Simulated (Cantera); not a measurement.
An isothermal, constant-pressure homogeneous reactor starts with CH4 : H2 : CO2 = 0.017 : 1 : 0.029 (molar parts), at 1500 K and 2670 Pa.

Computed with Cantera and GRI-Mech 3.0 (53 species, 325 reactions). Radical loss at walls, strong at low pressure, is not modelled.

Q: Predict: x(CH4) at 8.00 s; x(H2) at 8.00 s; x(CO2) at 8.00 s; x(CH2CO) at 8.00 s; x(CH2O) at 8.00 s.

A: 
| Quantity | Value |
|---|---|
| x(CH4) at 8.00 s | 0.0143 (gas-phase equilibrium 1.01e-8) |
| x(H2) at 8.00 s | 0.930 (gas-phase equilibrium 0.946) |
| x(CO2) at 8.00 s | 0.000643 (gas-phase equilibrium 0.000189) |
| x(CH2CO) at 8.00 s | 2.36e-8 (gas-phase equilibrium <1e-12) |
| x(CH2O) at 8.00 s | 3.21e-9 (gas-phase equilibrium 4.70e-10) |
